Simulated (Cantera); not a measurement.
Input (Python, Cantera) and output of one run.

```python
import numpy as np
import cantera as ct

gas_names = """
    H H2 N NH NH2 NH3 N2 N2H2 N2H4 Si SiH SiH2 SiH3 SiH4 SiN Si2 Si2N Si3
""".split()
cond_names = """
    Si(cr) Si(L) Si3N4(a)
""".split()


# ... load() reads the species with a 1 bar reference pressure and builds the phases ...
atoms = {
    'SiH4': {'Si': 1, 'H': 4},
    'NH3': {'N': 1, 'H': 3},
}
top_T = {'Si3N4(a)': 2400}  # K; cautious upper limits of use, not melting points


# ... equilibrate(T, P, feed) seeds the gas with the atoms and calls Mixture.equilibrate('TP', solver="vcs", rtol=1e-11, max_steps=5000) ...
results = []
feed = {'SiH4': 1, 'NH3': 8.9}  # mol
T = 1150  # K
P = 52000  # Pa
mix = equilibrate(T, P, feed)
results.append((T, P, feed, dict(zip(mix.species_names, mix.species_moles))))
print(gas.report(threshold=0.001))
for i in range(1, mix.n_phases):
    print(f"{mix.phase(i).name:16s} {mix.phase_moles(i):12.5e} mol")
```

Output:

```
       temperature   1150 K
          pressure   52000 Pa
           density   0.038923 kg/m^3
  mean mol. weight   7.157 kg/kmol
   phase of matter   gas

                          1 kg             1 kmol
                     ---------------   ---------------
          enthalpy        3.5618e+06        2.5492e+07  J
   internal energy        2.2258e+06         1.593e+07  J
           entropy             26882         1.924e+05  J/K
    Gibbs function       -2.7353e+07       -1.9576e+08  J
 heat capacity c_p            4383.1             31370  J/K
 heat capacity c_v            3221.3             23055  J/K

                      mass frac. Y      mole frac. X     chem. pot. / RT
                     ---------------   ---------------   ---------------
                H2           0.22598           0.80224           -18.738
                N2           0.77393           0.19772            -27.51
     [  +16 minor]        9.6415e-05        4.0604e-05

Si(cr)            0.00000e+00 mol
Si3N4(a)          3.33333e-01 mol
```

These are equilibrium values from Cantera (NASA tables, ideal gas, pure condensed phases), not measurements of a reactor.
